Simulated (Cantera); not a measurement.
## CS₂ + H₂O + O₂ (abatement and gas-phase synthesis)

Charge: 1 mol CS₂, 5.9 mol H₂O, 0.071 mol O₂, equilibrated at 69.0 Pa.

Cantera equilibrium calculation (NASA polynomials, part measured and part estimated; ideal gas, pure solids and liquids). Candidate condensed phases: C, C₆H₆, C₇H₈, C₈H₁₈, H₂O, H₂SO₄, S; 123 gas species. The numbers say what is thermodynamically allowed, not how fast it happens.

```
T (°C)  log p H  log p H₂  log p H₂O  log p SO₂  log p CO  log p SO  log p O  log p S₂  log p OH  log p S  log p CO₂  log p O₂
------  -------  --------  ---------  ---------  --------  --------  -------  --------  --------  -------  ---------  --------
1475      -5.46     -3.63      -3.62      -4.19     -4.20     -4.68    -8.61     -4.47     -6.68    -5.55      -4.74     -8.95
1550      -5.17     -3.61      -3.65      -4.16     -4.19     -4.54    -8.04     -4.57     -6.36    -5.33      -4.82     -8.43
1625      -4.91     -3.60      -3.68      -4.15     -4.18     -4.43    -7.50     -4.70     -6.07    -5.15      -4.88     -7.94
1700      -4.67     -3.60      -3.71      -4.15     -4.18     -4.35    -7.01     -4.87     -5.80    -5.01      -4.94     -7.48
1775      -4.45     -3.61      -3.74      -4.16     -4.18     -4.29    -6.53     -5.09     -5.55    -4.91      -4.99     -7.03
1850      -4.26     -3.63      -3.76      -4.18     -4.19     -4.25    -6.09     -5.34     -5.30    -4.84      -5.02     -6.60
1925      -4.08     -3.66      -3.80      -4.20     -4.20     -4.23    -5.66     -5.62     -5.08    -4.80      -5.06     -6.17
2000      -3.93     -3.70      -3.84      -4.23     -4.21     -4.23    -5.26     -5.91     -4.87    -4.77      -5.09     -5.78
2075      -3.79     -3.76      -3.91      -4.29     -4.23     -4.23    -4.90     -6.18     -4.71    -4.74      -5.14     -5.44
2150      -3.67     -3.84      -4.03      -4.37     -4.26     -4.24    -4.59     -6.39     -4.59    -4.70      -5.23     -5.17
2225      -3.58     -3.94      -4.21      -4.51     -4.30     -4.27    -4.34     -6.54     -4.53    -4.63      -5.36     -5.00
```
log p: log10 of the partial pressure in bar; nothing condenses.

From 1475 °C to 2225 °C nothing is condensed. The main C-bearing gas is CO throughout.
